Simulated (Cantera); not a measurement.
Mixture: H₂ : O₂ : N₂ : H₂O = 1 : 0.227 : 0.855 : 0.065 (molar parts), at 10.0 bar, adiabatic and at constant pressure. Ignition delay is the time to a rise of 400 K.

Cantera simulation using the H2/O2 subset of GRI-Mech 3.0, which has no nitrogen chemistry; the numbers are that mechanism's predictions, not measurements. The hydrogen kinetics of GRI-Mech 3.0 are dated; newer H2 mechanisms differ, most at raised pressure. Below about 950 K walls govern HO2 and H2O2 in real vessels.

Q: Predict: delay at 925 K; delay at 1125 K; delay at 1325 K; delay at 1525 K; apparent activation energy between 1425 and 1625 K.

A: 
* **delay at 925 K**: 41.2 ms
* **delay at 1125 K**: 0.484 ms
* **delay at 1325 K**: 6.36 µs
* **delay at 1525 K**: 1.62 µs
* **apparent activation energy between 1425 and 1625 K**: 80 kJ/mol
